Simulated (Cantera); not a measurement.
**Low-pressure radical oxidation in H2/O2**

An isothermal, constant-pressure homogeneous reactor starts with H₂ : O₂ = 0.19 : 0.75 (molar parts), at 1425 K and 0.00188 atm.

Detailed kinetics in Cantera: the H2/O2 subset of GRI-Mech 3.0, which has no nitrogen chemistry. Radical loss at walls, strong at low pressure, is not modelled. The temperature is held fixed by assumption; the heat of reaction is taken as removed at once.

| t (s) | x H₂ | x O₂ | x H₂O | x OH | x H | x HO₂ |
|---|---|---|---|---|---|---|
| 2.00e-5 | 0.202 | 0.798 | 7.22e-11 | 8.76e-10 | 1.43e-8 | 1.51e-8 |
| 5.37e-5 | 0.202 | 0.798 | 1.26e-9 | 5.54e-9 | 3.60e-8 | 4.05e-8 |
| 0.000144 | 0.202 | 0.798 | 1.98e-8 | 3.13e-8 | 9.37e-8 | 1.09e-7 |
| 0.000386 | 0.202 | 0.798 | 3.07e-7 | 1.92e-7 | 3.69e-7 | 2.91e-7 |
| 0.00104 | 0.202 | 0.798 | 1.00e-5 | 3.69e-6 | 6.26e-6 | 7.75e-7 |
| 0.00278 | 0.183 | 0.786 | 0.0132 | 0.00441 | 0.00756 | 4.27e-7 |
| 0.00746 | 0.0104 | 0.665 | 0.153 | 0.0188 | 0.0581 | 7.25e-7 |
| 0.0200 | 0.0103 | 0.666 | 0.154 | 0.0188 | 0.0572 | 7.27e-7 |
| 0.0537 | 0.0101 | 0.669 | 0.156 | 0.0186 | 0.0550 | 7.32e-7 |
| 0.144 | 0.00958 | 0.677 | 0.162 | 0.0182 | 0.0494 | 7.45e-7 |
| 0.386 | 0.00819 | 0.695 | 0.174 | 0.0171 | 0.0367 | 7.69e-7 |
| 1.04 | 0.00509 | 0.729 | 0.196 | 0.0138 | 0.0164 | 7.62e-7 |
| 2.78 | 0.00156 | 0.761 | 0.216 | 0.00779 | 0.00257 | 5.38e-7 |
| 7.46 | 0.000255 | 0.772 | 0.222 | 0.00318 | 0.000167 | 1.94e-7 |
| 20.0 | 4.20e-5 | 0.774 | 0.224 | 0.00129 | 1.11e-5 | 7.00e-8 |
x: mole fraction; the columns are a selection and need not sum to one.

Equilibrium at this temperature and pressure: H₂ 3.88e-6, O₂ 0.775, H₂O 0.225, OH 0.000393, H 3.10e-7, HO₂ 9.21e-8 (gas phase only).
